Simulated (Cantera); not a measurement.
# CH₃Cl + F₂ + H₂ + HCl (fluorocarbon and chlorocarbon gases)

A closed system holds: 1 mol CH₃Cl, 0.59 mol F₂, 0.63 mol H₂, 0.063 mol HCl, equilibrated at 0.0160 bar.

Method: chemical equilibrium by Gibbs-energy minimisation in Cantera with the NASA 1993 tables (ideal gas, pure condensed phases). Candidate condensed phases: C, C₆H₆, C₇H₈, C₈H₁₈; 118 gas species. Kinetics and transport are ignored.

From 827 °C to 2177 °C the condensed part is C(graphite). The main C-bearing gas is CH₄ at 827 °C and C₂H₂ (acetylene) at 2177 °C.

```
T (°C)   x HF  x HCl   x H₂       x H      x Cl  x C₂H₂ (acetylene)  n C(graphite)
------  -----  -----  -----  --------  --------  ------------------  -------------
827     0.359  0.324  0.317   1.15e-7   1.05e-7             4.22e-9          1.000
977     0.359  0.324  0.317   2.15e-6   1.88e-6             7.98e-8          1.000
1127    0.359  0.324  0.317   2.16e-5   1.82e-5             7.98e-7          1.000
1277    0.359  0.324  0.317  0.000140  0.000114             5.08e-6          1.000
1427    0.359  0.323  0.317  0.000655  0.000520             2.32e-5          1.000
1577    0.359  0.321  0.316   0.00239   0.00185             8.26e-5          0.999
1727    0.357  0.316  0.314   0.00720   0.00541            0.000241          0.998
1877    0.354  0.305  0.309    0.0185    0.0134            0.000598          0.996
2027    0.347  0.284  0.298    0.0418    0.0286             0.00129          0.991
2177    0.335  0.248  0.277    0.0837    0.0532             0.00242          0.982
```
x: gas mole fraction; n: condensed amount in mol.
